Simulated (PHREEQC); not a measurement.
Solution (22 °C): 0.21 mol/kgw Zn(NO3)2. Closed to the air; pH follows from the charge balance.

Computed with PHREEQC (ion-association model, phreeqc.dat).

```json
{
  "pH": "5.22",
  "ionic_strength": "0.630 mol/kgw",
  "activity_of_water": "0.989",
  "specific_conductance": "29200 µS/cm",
  "density": "1.030 g/cm³"
}
```

```json
[
 {"species": "NO3-", "molality": "0.420", "activity": "0.249", "log γ": "-0.226"},
 {"species": "Zn+2", "molality": "0.210", "activity": "0.0419", "log γ": "-0.700"},
 {"species": "H+", "molality": "8.02e-6", "activity": "6.08e-6", "log γ": "-0.120"},
 {"species": "ZnOH+", "molality": "7.99e-6", "activity": "5.94e-6", "log γ": "-0.129"},
 {"species": "Zn(OH)2", "molality": "1.21e-8", "activity": "1.40e-8", "log γ": "0.063"},
 {"species": "OH-", "molality": "2.12e-9", "activity": "1.31e-9", "log γ": "-0.211"}
]
```

No solid was allowed to form.
